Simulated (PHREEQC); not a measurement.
A solution holds 0.26 mol/kgw HF and 0.0071 mol/kgw NH4HF2, at 80 °C. Closed to the air; pH follows from the charge balance.

Computed with PHREEQC (ion-association model, wateq4f.dat).

Each row changes one thing in this solution. Precipitation was switched off in this run.

```
case                                            pH  ionic strength (mol/kgw)  HF (mol/kgw)  H2F2 (mol/kgw)  F- (mol/kgw)  HF2- (mol/kgw)
--------------------------------------------  ----  ------------------------  ------------  --------------  ------------  --------------
as made                                       2.13                    0.0154         0.222          0.0147       0.00787         0.00751
HF replaced by KHF2 at the same molality      3.48                     0.268         0.146         0.00676         0.161           0.107
NH4HF2 from 0.0071 to 0.00355 mol/kgw         2.07                    0.0130         0.219          0.0143       0.00669         0.00630
HF from 0.26 to 0.13 mol/kgw                  2.40                    0.0116         0.120         0.00430       0.00764         0.00394
temperature from 80 to 90 °C                  2.18                    0.0145         0.232          0.0104       0.00740         0.00711
diluted 100-fold with water                   3.19                  0.000734       0.00200         1.19e-6      0.000727         6.23e-6
HF replaced by (CH3)4NF at the same molality  5.35                     0.267       0.00323         3.30e-6         0.263         0.00387
NH4HF2 left out                               2.01                    0.0109         0.216          0.0139       0.00563         0.00523
```

At this temperature some constants are extrapolated from 25 °C, and those without enthalpy data are left unchanged.
